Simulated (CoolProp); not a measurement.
Vapour-liquid equilibrium of benzene (1) + n-octane (2) at 0.593 bar; x and y are mole fractions of (1).

The numbers come from the multi-fluid Helmholtz-energy mixture model, Thol 2012 and Beckmüller 2019; pair parameters Bell 2016 in CoolProp.

```
x     bubble temperature (°C)  y at the bubble point  dew temperature at overall composition x (°C)  liquid density (mol/L)
----  -----------------------  ---------------------  ---------------------------------------------  ----------------------
0.05                    102.4                  0.185                                          106.1                   5.672
0.2                      90.0                  0.539                                          101.9                   6.213
0.35                     81.4                  0.718                                           97.2                   6.802
0.5                      75.5                  0.818                                           91.6                   7.462
0.65                     71.1                  0.884                                           85.0                   8.225
0.8                      67.7                  0.935                                           76.6                   9.130
0.95                     64.6                  0.983                                           66.7                   10.23
```

No azeotrope shows between x = 0.05 and 0.95.

The pair parameters rest on a limited set of measurements; away from them the model extrapolates.
